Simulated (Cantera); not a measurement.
# Diamond growth

A diamond (100) surface in a fixed gas of H2 with x(CH4) = 0.0034, x(H) = 0.0089, x(CH3) = 0.00026, at 1048 K; coverages are run to steady state.

Detailed kinetics in Cantera: the Harris–Goodwin 1993 mechanism for the reconstructed diamond (100) surface.

```csv
P (Pa),growth (µm/h),θ c6HH,θ c6H*,θ c6*H,θ c6**,θ c6HM
400,0.374,0.549,0.0225,0.405,0.0132,0.00707
750,0.877,0.548,0.0224,0.404,0.0132,0.00895
1400,1.89,0.547,0.0224,0.403,0.0131,0.0104
2600,3.84,0.546,0.0224,0.402,0.0131,0.0114
4900,7.63,0.545,0.0224,0.402,0.0131,0.0120
9100,14.6,0.545,0.0225,0.402,0.0131,0.0124
17000,27.7,0.545,0.0226,0.401,0.0131,0.0126
31000,51.0,0.545,0.0229,0.401,0.0132,0.0128
```
θ: site fractions in the mechanism's names (c6HH fully hydrogenated, c6H* and c6*H radical sites, c6** diradical, c6HM methylated).
